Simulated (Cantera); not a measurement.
An isothermal, constant-pressure homogeneous reactor starts with 0.613 % CH₃OH, 0.583 % O₂, 98.8 % N₂, equivalence ratio 1.6, at 1623 K and 2.96 atm.

Model: GRI-Mech 3.0 (53 species, 325 reactions), integrated in Cantera. GRI-Mech 3.0 was tuned for natural gas; its chemistry of methanol as a main component is partial and can be far from experiment.

One state of this run: x CH₃OH = <1e-12; x O₂ = 7.73e-5; x HCO = 1.12e-8; x CH₃ = <1e-12; x HO₂ = 5.18e-8. x: mole fraction; the columns are a selection and need not sum to one.

**Question.** Which value of t (s) does it belong to?
A) 2.00e-6
B) 0.000621
C) 0.00421
D) 8.86

**Answer.** B, 0.000621
